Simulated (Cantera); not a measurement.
A closed system holds: 1 mol borazine, 4.5 mol O2, 5.8 mol H2, held at 0.338 Torr.

Cantera equilibrium calculation (NASA polynomials, part measured and part estimated; ideal gas, pure solids and liquids). Candidate condensed phases: B, BN, B2O3, B3O3H3, H2O; 39 gas species. The feed counts by its element totals alone. Gases not in the tables: H3BO3. The numbers say what is thermodynamically allowed, not how fast it happens.

At 1450 K, list the 6 most abundant gas species with their mole fractions, and the condensed phases.

H2 0.364, H2O 0.261, HBO2 0.240, N2 0.127, B2O3 0.00705, H 0.000269. Condensed: gas only.
